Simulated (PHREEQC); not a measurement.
Dissolve 0.021 mol HF, 0.017 mol NH4HF2 and 0.00092 mol H2SO4 per kg of water at 73 °C. Closed to the air; pH follows from the charge balance.

Model: ion-association model, wateq4f.dat, run in PHREEQC.

Q: The ionic strength comes out as 0.0185 mol/kgw. What activity coefficients do SO4-2, NH4SO4-, HSO4-, HF2-, NH4+ get?

A: SO4-2 0.56, NH4SO4- 0.87, HSO4- 0.86, HF2- 0.86, NH4+ 0.86.

Precipitation was switched off in this run. Constants without temperature data keep their 25 °C values here.
